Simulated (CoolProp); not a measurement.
A simple Rankine cycle with vinyl chloride: condensing at 332.15 K, boiler at 3.19 MPa, turbine inlet 406 K, turbine efficiency 0.65, pump efficiency 0.7, no recuperator. Each further row changes one setting.

Model: reference Helmholtz-energy equation of state, Thol 2022, in CoolProp.

```json
[
 {"case": "as stated", "thermal efficiency (%)": "7.9", "net work (kJ/kg)": "25.9", "heat in (kJ/kg)": "327", "turbine exit temperature (K)": "343.9", "volume ratio over the turbine": "3.37"},
 {"case": "turbine inlet 426 K", "thermal efficiency (%)": "8.2", "net work (kJ/kg)": "29.3", "heat in (kJ/kg)": "357", "turbine exit temperature (K)": "367.7", "volume ratio over the turbine": "3.28"},
 {"case": "condensing temperature 324.15 K", "thermal efficiency (%)": "8.9", "net work (kJ/kg)": "30.3", "heat in (kJ/kg)": "340", "turbine exit temperature (K)": "335.9", "volume ratio over the turbine": "4.08"},
 {"case": "boiler pressure 2.23 MPa", "thermal efficiency (%)": "6.1", "net work (kJ/kg)": "21.2", "heat in (kJ/kg)": "348", "turbine exit temperature (K)": "367.6", "volume ratio over the turbine": "2.27"},
 {"case": "turbine efficiency 0.55", "thermal efficiency (%)": "6.5", "net work (kJ/kg)": "21.3", "heat in (kJ/kg)": "327", "turbine exit temperature (K)": "348.0", "volume ratio over the turbine": "3.44"}
]
```
